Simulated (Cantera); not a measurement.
Sublimation and decomposition of ceramics: TiC + C + H₂

Input: 1 mol TiC, 0.34 mol C, 0.1 mol H₂, held at 3.30 Torr.

Method: chemical equilibrium by Gibbs-energy minimisation in Cantera with the NASA 1993 tables (ideal gas, pure condensed phases). Candidate condensed phases: C, C₆H₆, C₇H₈, C₈H₁₈, Ti, TiC; 77 gas species. TiC: taken at fixed stoichiometry. Kinetics and transport are ignored.

From 1775 K to 2975 K the condensed part is C(graphite) + TiC(s).

| T (K) | x H₂ | x H | x C₃ | x Ti | x C₂H₂ (acetylene) | n C(graphite) | n TiC(s) |
|---|---|---|---|---|---|---|---|
| 1775 | 0.996 | 0.00435 | 1.20e-11 | 1.27e-9 | 0.000142 | 0.340 | 1.00 |
| 1925 | 0.985 | 0.0143 | 9.22e-10 | 3.83e-8 | 0.000451 | 0.340 | 1.00 |
| 2075 | 0.959 | 0.0393 | 3.73e-8 | 7.02e-7 | 0.00119 | 0.340 | 1.00 |
| 2225 | 0.904 | 0.0929 | 9.06e-7 | 8.63e-6 | 0.00265 | 0.339 | 1.000 |
| 2375 | 0.804 | 0.191 | 1.45e-5 | 7.69e-5 | 0.00499 | 0.339 | 1.000 |
| 2525 | 0.650 | 0.341 | 0.000166 | 0.000526 | 0.00781 | 0.338 | 1.000 |
| 2675 | 0.457 | 0.527 | 0.00143 | 0.00289 | 0.00985 | 0.337 | 1.000 |
| 2825 | 0.266 | 0.695 | 0.00973 | 0.0132 | 0.00965 | 0.332 | 0.998 |
| 2975 | 0.116 | 0.749 | 0.0542 | 0.0514 | 0.00668 | 0.307 | 0.990 |
x: gas mole fraction; n: condensed amount in mol.
